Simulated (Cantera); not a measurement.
Input (Python, Cantera) and output of one run.

```python
import numpy as np
import cantera as ct

gas_names = """
    CL CL2 H HCL H2 N NH NH2 NH3 N2 N2H2 N2H4 Si SiCL SiCL2 SiCL3 SiCL4 SiH SiHCL3 SiH2 SiH2CL2 SiH3
    SiH3CL SiH4 SiN Si2 Si2N Si3
""".split()
cond_names = """
    NH4CL(a) NH4CL(b) Si(cr) Si(L) Si3N4(a)
""".split()


def load(file, names, dense=False):
    # The tables refer to 1 bar. Condensed volumes are neglected.
    table = {s.name: s for s in ct.Species.list_from_file(file)}
    out = []
    for n in names:
        d = dict(table[n].input_data)
        d["thermo"] = dict(d["thermo"], **{"reference-pressure": 1e5})
        if dense:
            d["equation-of-state"] = {"model": "constant-volume", "density": "1e6 g/cm^3"}
        out.append(ct.Species.from_dict(d))
    return out


gas = ct.Solution(thermo="ideal-gas", species=load("nasa_gas.yaml", gas_names))
cond = {s.name: ct.Solution(thermo="fixed-stoichiometry", species=[s], name=s.name)
        for s in load("nasa_condensed.yaml", cond_names, dense=True)}
atoms = {
    'SiHCl3': {'Si': 1, 'H': 1, 'CL': 3},
    'NH3': {'N': 1, 'H': 3},
    'N2': {'N': 2},
}
top_T = {'Si3N4(a)': 2400}  # K; cautious upper limits of use, not melting points


def equilibrate(T, P, feed):
    n = {}
    for name, mol in feed.items():
        for a, k in atoms[name].items():
            n[a] = n.get(a, 0.0) + k * mol
    gas.TPX = T, P, n
    mass = sum(n.values()) * gas.mean_molecular_weight
    gas.equilibrate("TP")
    valid = [c for c in cond.values() if c.min_temp <= T <= top_T.get(c.name, c.max_temp)]
    mix = ct.Mixture([(gas, mass / gas.mean_molecular_weight)] + [(c, 0.0) for c in valid])
    mix.T, mix.P = T, P
    mix.equilibrate("TP", solver="vcs", rtol=1e-11, max_steps=5000)
    return mix


results = []
feed = {'SiHCl3': 1, 'NH3': 1.2, 'N2': 1.7}  # mol
P = 5.1  # Pa
for T in [1075, 1150, 1225, 1300, 1375, 1450, 1525, 1600, 1675, 1750, 1825, 1900, 1975]:
    mix = equilibrate(T, P, feed)
    results.append((T, P, feed, dict(zip(mix.species_names, mix.species_moles))))

top = {s: max(r[3][s] / sum(r[3][g] for g in gas_names) for r in results) for s in gas_names}
cols = sorted((s for s in top if top[s] > 1e-06), key=lambda s: -top[s])[:6]
seen = [c for c in cond_names if any(r[3].get(c, 0) > 1e-12 for r in results)]
print("log10 of partial pressures in bar; condensed amounts in mol")
print(f"{'T/K':>10s}" + "".join(f"{s[:9]:>10s}" for s in cols + seen))
for T, P, feed, n in results:
    ng = sum(n[g] for g in gas_names)
    print(f"{T:10.4g}" + "".join(f"{np.log10(max(n[s] / ng * P / 1e5, 1e-99)):10.3f}" for s in cols)
          + "".join(f"{n.get(c, 0):10.4g}" for c in seen))
```

It prints:

```
log10 of partial pressures in bar; condensed amounts in mol
       T/K       HCL        N2        H2     SiCL2         H        CL  Si3N4(a)
      1075    -4.629    -4.789    -5.002    -7.058   -10.334   -10.005    0.2886
      1150    -4.637    -4.787    -5.001    -6.238    -9.628    -9.318    0.2767
      1225    -4.688    -4.774    -4.970    -5.647    -8.991    -8.774    0.2266
      1300    -4.806    -4.750    -4.907    -5.314    -8.410    -8.382    0.1374
      1375    -4.970    -4.727    -4.848    -5.143    -7.889    -8.093   0.04618
      1450    -5.082    -4.716    -4.822    -5.081    -7.435    -7.784         0
      1525    -5.081    -4.717    -4.824    -5.082    -7.038    -7.391         0
      1600    -5.079    -4.718    -4.828    -5.085    -6.678    -7.031         0
      1675    -5.069    -4.721    -4.837    -5.098    -6.354    -6.693         0
      1750    -5.045    -4.727    -4.860    -5.131    -6.064    -6.361         0
      1825    -5.008    -4.739    -4.902    -5.195    -5.807    -6.031         0
      1900    -4.976    -4.758    -4.964    -5.305    -5.582    -5.717         0
      1975    -4.970    -4.785    -5.046    -5.480    -5.387    -5.437         0
```

Equilibrium computed with Cantera from the NASA thermochemical tables; the gas is ideal and each condensed phase is pure. The tables' values for SiCl, SiCl3, SiN are old estimates; treat these amounts as uncertain.
